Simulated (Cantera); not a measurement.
Charge: 1 mol FeS₂, 8.6 mol O₂, 1.7 mol N₂, held at 950 K and 750 Torr.

These are equilibrium values from Cantera (NASA tables, ideal gas, pure condensed phases), not measurements of a reactor. Candidate condensed phases: Fe, FeO, FeS, FeSO₄, FeS₂, Fe₂O₃, Fe₂(SO₄)₃, Fe₃O₄, S; 19 gas species. Equilibrium is a limit: real reactors are often held back by kinetics, nucleation or transport.

Q: What is the equilibrium state?

A: 
```json
{
  "x(O₂)": "0.643",
  "x(N₂)": "0.219",
  "x(SO₃)": "0.100",
  "x(SO₂)": "0.0374",
  "x(NO)": "1.62e-5",
  "x(NO₂)": "2.21e-6",
  "n(Fe₂O₃(s))": "0.190 mol",
  "n(Fe₂(SO₄)₃(s))": "0.310 mol",
  "gas_amount": "7.765 mol",
  "log10 activity of FeSO₄(s) (absent)": "-0.86",
  "log10 activity of Fe(α) (absent)": "-15.64",
  "log10 activity of S(l) (absent)": "-17.53"
}
```
